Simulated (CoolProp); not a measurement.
Aqueous propylene glycol as a coolant, at 12 °C, 1 atm.

Model: Melinder's fits for secondary coolants, in CoolProp.

```csv
mass %,freezing point (°C),cp (kJ/(kg K)),conductivity (W/(m K)),density (kg/m³),viscosity (mPa s)
1.4,-0.3,4.174,0.577,1001,1.32
9.9,-2.8,4.069,0.533,1008,1.81
18.3,-6.4,3.979,0.492,1016,2.49
26.7,-10.8,3.880,0.453,1024,3.53
35.1,-16.4,3.760,0.416,1032,5.09
43.6,-24.2,3.618,0.381,1040,7.32
52,-35.2,3.461,0.348,1045,10.3
```
